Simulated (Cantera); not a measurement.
Mixture: C3H8 : O2 : N2 = 1 : 3.12 : 17.5 (molar parts), at 9.87 atm, adiabatic and at constant pressure. Ignition delay is the time to a rise of 400 K.

Detailed kinetics in Cantera: GRI-Mech 3.0 (53 species, 325 reactions). GRI-Mech 3.0 was tuned for natural gas; its chemistry of propane as a main component is partial and can be far from experiment.

Problem. What does this change do: pressure from 9.87 atm to 29.6 atm?

Solution. 
```tsv
quantity	before	after
delay at 1075 K	24.8 ms	8.44 ms
delay at 1175 K	3.68 ms	1.50 ms
delay at 1275 K	0.610 ms	0.291 ms
delay at 1375 K	0.128 ms	65.9 µs
delay at 1475 K	35.8 µs	18.6 µs
delay at 1575 K	13.1 µs	6.62 µs
apparent activation energy between 1375 and 1575 K	210 kJ/mol	210 kJ/mol
```
The pressure lies above the range GRI-Mech 3.0 was tuned for (to about 10 atm).
